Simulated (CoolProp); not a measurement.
Properties of C3F8 (R218) at several states (Tc = 345.0 K, pc = 2.640 MPa, ω = 0.317).

Computed with CoolProp (reference Helmholtz-energy equation of state, Lemmon 2006). It is a short technical equation, of lower accuracy than the large ones.

```csv
T (K),p (MPa),phase,density (kg/m³),cp (kJ/(kg K)),cv (kJ/(kg K)),isothermal compressibility (1/MPa),fugacity coefficient
343.3,8.49,liquid,1205,___,___,0.01640,0.2863
158.8,0.0194,liquid,___,0.8315,0.5380,___,0.01798
227.4,0.221,liquid,1647,0.9551,0.6703,0.002584,0.2913
274.2,0.203,gas,17.82,0.7826,0.7211,5.269,0.9433
398.1,0.313,gas,18.21,___,0.8839,3.273,0.9770
206.5,0.0482,liquid,___,0.9134,0.6326,0.001868,0.4233
```

What belongs in the gaps?


- 343.3, cp (kJ/(kg K)): 1.188
- 343.3, cv (kJ/(kg K)): 0.8548
- 158.8, density (kg/m³): 1891
- 158.8, isothermal compressibility (1/MPa): 0.0009728
- 398.1, cp (kJ/(kg K)): 0.9340
- 206.5, density (kg/m³): 1723
